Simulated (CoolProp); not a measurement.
Isopentane along the isotherm 423.3 K: Z from the reference equation and from simpler models built on Tc = 460.3 K, pc = 3.378 MPa, ω = 0.227; each cubic takes its own stable root.

The numbers come from the reference Helmholtz-energy equation of state, Lemmon 2006 in CoolProp. It is a short technical equation, of lower accuracy than the large ones.

```csv
p (MPa),phase,reference
0.845,gas,0.8746
1.69,gas,0.7022
2.53,liquid,0.1150
3.38,liquid,0.1510
4.22,liquid,0.1858
5.07,liquid,0.2205
5.91,liquid,0.2542
6.76,liquid,0.2878
7.6,liquid,0.3207
8.45,liquid,0.3536
```

Question: How far does each simpler model (van der Waals, Redlich-Kwong, Peng-Robinson) lie from the reference over these 10 states: mean and median of the absolute difference, and the worst?

Answer: 
- van der Waals: mean 43.0 %, median 48.5 %, worst +64.7 % at 423.3 K and 2.53 MPa
- Redlich-Kwong: mean 12.8 %, median 13.5 %, worst +21.9 % at 423.3 K and 2.53 MPa
- Peng-Robinson: mean 1.4 %, median 1.2 %, worst +3.1 % at 423.3 K and 2.53 MPa
